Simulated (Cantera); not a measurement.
# Pyrogenic steam for wet oxidation

An isothermal, constant-pressure homogeneous reactor starts with 49.2 % H2, 25.9 % O2, 24.9 % N2, equivalence ratio 0.95, at 973 K and 0.180 bar.

Computed with Cantera and GRI-Mech 3.0 (53 species, 325 reactions). The temperature is held fixed by assumption; the heat of reaction is taken as removed at once.

```json
[
 {"t (s)": "0.000800", "x H2": "0.129", "x O2": "0.0883", "x NO2": "3.39e-11", "x H2O": "0.436", "x OH": "0.00284"},
 {"t (s)": "0.00194", "x H2": "0.0197", "x O2": "0.0270", "x NO2": "3.38e-10", "x H2O": "0.625", "x OH": "0.000332"},
 {"t (s)": "0.00472", "x H2": "0.00859", "x O2": "0.0214", "x NO2": "1.87e-9", "x H2O": "0.641", "x OH": "8.56e-5"},
 {"t (s)": "0.0115", "x H2": "0.00498", "x O2": "0.0196", "x NO2": "9.34e-9", "x H2O": "0.646", "x OH": "2.31e-5"},
 {"t (s)": "0.0279", "x H2": "0.00370", "x O2": "0.0190", "x NO2": "5.53e-8", "x H2O": "0.648", "x OH": "3.93e-6"},
 {"t (s)": "0.0678", "x H2": "0.00316", "x O2": "0.0187", "x NO2": "1.17e-7", "x H2O": "0.649", "x OH": "1.82e-6"},
 {"t (s)": "0.165", "x H2": "0.00239", "x O2": "0.0183", "x NO2": "1.56e-7", "x H2O": "0.650", "x OH": "1.42e-6"},
 {"t (s)": "0.400", "x H2": "0.00148", "x O2": "0.0179", "x NO2": "2.32e-7", "x H2O": "0.651", "x OH": "9.77e-7"},
 {"t (s)": "0.972", "x H2": "0.000709", "x O2": "0.0175", "x NO2": "3.51e-7", "x H2O": "0.652", "x OH": "5.87e-7"},
 {"t (s)": "2.36", "x H2": "0.000271", "x O2": "0.0173", "x NO2": "4.86e-7", "x H2O": "0.653", "x OH": "2.99e-7"},
 {"t (s)": "5.74", "x H2": "8.98e-5", "x O2": "0.0172", "x NO2": "5.80e-7", "x H2O": "0.653", "x OH": "1.41e-7"},
 {"t (s)": "13.9", "x H2": "2.49e-5", "x O2": "0.0172", "x NO2": "6.21e-7", "x H2O": "0.653", "x OH": "7.35e-8"},
 {"t (s)": "33.9", "x H2": "4.38e-6", "x O2": "0.0172", "x NO2": "6.06e-7", "x H2O": "0.653", "x OH": "4.78e-8"},
 {"t (s)": "82.3", "x H2": "2.58e-7", "x O2": "0.0172", "x NO2": "4.29e-7", "x H2O": "0.653", "x OH": "3.48e-8"},
 {"t (s)": "200", "x H2": "1.02e-8", "x O2": "0.0172", "x NO2": "1.49e-7", "x H2O": "0.653", "x OH": "3.75e-8"}
]
```
x: mole fraction; the columns are a selection and need not sum to one.

Equilibrium at this temperature and pressure: H2 4.52e-10, O2 0.0172, NO2 3.39e-8, H2O 0.653, OH 1.41e-7 (gas phase only).
